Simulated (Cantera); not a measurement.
A jet of 1.23 % H2, 10.3 % O2, 88.5 % N2, equivalence ratio 0.060 at 300 K and 5900 Pa hits a platinum plate 6.5 cm away at a mass flux of 0.088 kg/m²/s; the plate temperature is set and raised in steps from an oxygen-covered start.

Computed with Cantera and Deutschmann's 1995 Pt surface mechanism with GRI-Mech 3.0 gas chemistry. Catalytic surfaces can have several steady states; this one follows from the mechanism file's or the stated starting coverage.

x: mole fraction at the wall; θ: surface coverage.

```
plate T (K)  wall x H2  wall x O2  wall x H2O  wall x OH  θ free Pt   θ O*       θ OH*
-----------  ---------  ---------  ----------  ---------  ---------  -----  ----------
600            0.00230     0.0923      0.0195      <1e-8     0.0411  0.956  (withheld)
650            0.00226     0.0923      0.0194      <1e-8     0.0439  0.954  (withheld)
700            0.00204     0.0921      0.0197      <1e-8     0.0518  0.947  (withheld)
750            0.00155     0.0916      0.0205      <1e-8     0.0739  0.925     0.00131
800            0.00109     0.0912      0.0213      <1e-8      0.114  0.885     0.00122
850           0.000782     0.0909      0.0217    1.15e-8      0.168  0.831  (withheld)
900           0.000595     0.0907      0.0220    3.58e-8      0.231  0.768  (withheld)
```

**Question.** What belongs in the gaps?

**Answer.** 
- 600, θ OH*: 0.00296
- 650, θ OH*: 0.00200
- 700, θ OH*: 0.00151
- 850, θ OH*: 0.00112
- 900, θ OH*: 0.00101
